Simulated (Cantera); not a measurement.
An isothermal, constant-pressure homogeneous reactor starts with 15.4 % C2H4, 84.6 % H2, at 1200 K and 1.58 atm.

Computed with Cantera and GRI-Mech 3.0 (53 species, 325 reactions). GRI-Mech 3.0 was tuned for natural gas; its chemistry of ethylene as a main component is partial and can be far from experiment. GRI-Mech 3.0 stops at C3 and has no aromatics, soot or wall deposition, so with more carbon than oxygen in the feed, carbon stays in small species such as C2H2 where larger ones or solid carbon would form.

x: mole fraction; the columns are a selection and need not sum to one.

```csv
t (s),x C2H4,x H2,x H,x CH4,x CH3,x C2H6,x C2H
5.00e-6,0.154,0.846,1.48e-11,<1e-12,<1e-12,2.38e-11,<1e-12
1.60e-5,0.154,0.846,4.12e-11,<1e-12,<1e-12,2.62e-10,<1e-12
5.13e-5,0.154,0.846,1.26e-10,<1e-12,<1e-12,2.78e-9,<1e-12
0.000164,0.154,0.846,3.96e-10,4.35e-12,<1e-12,2.86e-8,<1e-12
0.000527,0.154,0.846,1.28e-9,1.47e-10,1.68e-12,2.96e-7,<1e-12
0.00169,0.154,0.846,4.65e-9,5.11e-9,1.88e-11,3.23e-6,<1e-12
0.00541,0.154,0.846,4.15e-8,2.96e-7,4.77e-10,6.09e-5,<1e-12
0.0173,0.148,0.845,[?],[?],[?],[?],<1e-12
0.0555,0.125,0.835,2.33e-6,0.0137,1.60e-6,0.0229,1.67e-12
0.178,0.105,0.810,2.02e-6,0.0587,3.39e-6,0.0197,2.86e-12
0.570,0.0776,0.766,1.48e-6,0.137,5.33e-6,0.0138,2.00e-12
1.82,0.0466,0.714,9.45e-7,0.228,5.84e-6,0.00776,<1e-12
5.85,0.0214,0.672,5.44e-7,0.302,4.67e-6,0.00336,<1e-12
18.7,0.00667,0.647,2.80e-7,0.344,2.84e-6,0.00100,<1e-12
60.0,0.00144,0.639,1.41e-7,0.359,1.52e-6,0.000218,<1e-12
```

Q: What belongs in the gaps?

A: 
- 0.0173, x H: 1.35e-6
- 0.0173, x CH4: 0.000378
- 0.0173, x CH3: 2.31e-7
- 0.0173, x C2H6: 0.00558
